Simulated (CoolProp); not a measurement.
Vapour-liquid equilibrium of acetone (1) + n-decane (2) at 348.7 K; x and y are mole fractions of (1).

Model: multi-fluid Helmholtz-energy mixture model, Lemmon 2006 and Lemmon 2006; pair parameters Bell 2016, in CoolProp.

| x | bubble pressure (bar) | y at the bubble point | dew pressure at overall composition x (bar) | liquid density (mol/L) |
|---|---|---|---|---|
| 0.05 | 0.2264 | 0.858 | 0.03489 | 4.996 |
| 0.125 | 0.5153 | 0.941 | 0.03787 | 5.266 |
| 0.2 | 0.7745 | 0.962 | 0.04141 | 5.561 |
| 0.275 | 0.9862 | 0.972 | 0.04567 | 5.884 |
| 0.35 | 1.147 | 0.977 | 0.05091 | 6.242 |
| 0.425 | 1.264 | 0.980 | 0.05750 | 6.640 |
| 0.5 | 1.349 | 0.982 | 0.06604 | 7.086 |
| 0.575 | 1.414 | 0.984 | 0.07756 | 7.591 |
| 0.65 | 1.471 | 0.985 | 0.09394 | 8.167 |
| 0.725 | 1.532 | 0.987 | 0.1191 | 8.831 |
| 0.8 | 1.602 | 0.989 | 0.1626 | 9.606 |
| 0.875 | 1.691 | 0.992 | 0.2562 | 10.52 |
| 0.95 | 1.801 | 0.996 | 0.6027 | 11.62 |

No azeotrope shows between x = 0.05 and 0.95.

The pair parameters rest on a limited set of measurements; away from them the model extrapolates. With so large a gap from Raoult's law the liquid may split in two, which this calculation doesn't test in full.
